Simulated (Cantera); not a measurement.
An isothermal, constant-pressure homogeneous reactor starts with C2H6 : N2 = 0.66 : 4.3 (molar parts), at 1675 K and 54.0 Torr.

Detailed kinetics in Cantera: GRI-Mech 3.0 (53 species, 325 reactions). GRI-Mech 3.0 stops at C3 and has no aromatics, soot or wall deposition, so with more carbon than oxygen in the feed, carbon stays in small species such as C2H2 where larger ones or solid carbon would form.

### Question
Predict: x(C2H6) at 200 s; x(CH3) at 200 s; x(H2) at 200 s; x(CH4) at 200 s; x(C2H4) at 200 s; x(CH2) at 200 s.

### Answer
* **x(C2H6) at 200 s**: 3.68e-9 (gas-phase equilibrium 1.86e-9)
* **x(CH3) at 200 s**: 6.76e-6 (gas-phase equilibrium 4.82e-6)
* **x(H2) at 200 s**: 0.210 (gas-phase equilibrium 0.210)
* **x(CH4) at 200 s**: 0.000350 (gas-phase equilibrium 0.000250)
* **x(C2H4) at 200 s**: 9.31e-5 (gas-phase equilibrium 4.71e-5)
* **x(CH2) at 200 s**: 6.48e-9 (gas-phase equilibrium 4.62e-9)
